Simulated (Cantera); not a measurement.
A closed system holds: 1 mol Si3N4, 0.077 mol O2, 3.3 mol H2, 0.39 mol N2O, held at 4.10e-5 bar.

Method: chemical equilibrium by Gibbs-energy minimisation in Cantera with the NASA 1993 tables (ideal gas, pure condensed phases). Candidate condensed phases: H2O, Si, SiO2, Si2N2O, Si3N4; 35 gas species. Mutual solubility and eutectic melting of coexisting phases are not modelled. The numbers say what is thermodynamically allowed, not how fast it happens.

Q: Which condensed phases are stable at each of these points (T (°C)): 1027, 1077, 1127, 1177, 1227, 1277, 1327, 1377, 1427?

A: 
```json
[
 {"T (°C)": "1027", "condensed phases": "Si2N2O(s) + Si3N4(s)", "Si condensed (%)": "100.0"},
 {"T (°C)": "1077", "condensed phases": "Si2N2O(s) + Si3N4(s)", "Si condensed (%)": "100.0"},
 {"T (°C)": "1127", "condensed phases": "Si2N2O(s) + Si3N4(s)", "Si condensed (%)": "99.8"},
 {"T (°C)": "1177", "condensed phases": "Si(s) + Si2N2O(s)", "Si condensed (%)": "98.8"},
 {"T (°C)": "1227", "condensed phases": "Si(s) + Si2N2O(s)", "Si condensed (%)": "87.2"},
 {"T (°C)": "1277", "condensed phases": "Si(s)", "Si condensed (%)": "81.7"},
 {"T (°C)": "1327", "condensed phases": "Si(s)", "Si condensed (%)": "81.4"},
 {"T (°C)": "1377", "condensed phases": "Si(s)", "Si condensed (%)": "80.5"},
 {"T (°C)": "1427", "condensed phases": "Si(l)", "Si condensed (%)": "78.2"}
]
```

From 1027 °C to 1127 °C the condensed part is Si2N2O(s) + Si3N4(s). From 1177 °C to 1227 °C the condensed part is Si(s) + Si2N2O(s). From 1277 °C to 1377 °C the condensed part is Si(s). At 1427 °C the condensed part is Si(l).
